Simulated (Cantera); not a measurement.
Charge: 1 mol Nb₂O₅, 260 mol H₂, equilibrated at 1175 K and 110000 Pa.

Method: chemical equilibrium by Gibbs-energy minimisation in Cantera with the NASA 1993 tables (ideal gas, pure condensed phases). Candidate condensed phases: H₂O, Nb, NbO, NbO₂, Nb₂O₅; 12 gas species. Condensed phases not in the tables: the oxides between NbO₂ and Nb₂O₅. Equilibrium is a limit: real reactors are often held back by kinetics, nucleation or transport.

Base state: H₂ 0.996, H₂O 0.00385 (mole fractions); condensed: NbO₂(s).

Q: What changes in the equilibrium state with this change: Nb₂O₅ replaced by TiO₂?

A: 
```tsv
species	before	after
H₂	0.996	0.999
H₂O	0.00385	0.000799
NbO₂(s), mol	2.00	0
TiO₂(rutile), mol	0	0.170
Ti₄O₇(s), mol	0	0.208
```
Mutual solubility and eutectic melting of coexisting phases are not modelled. Condensed phases not in the tables: Magnéli phases beyond Ti₄O₇. Further candidate phases: Ti, TiO, TiO₂, Ti₂O₃, Ti₃O₅, Ti₄O₇.
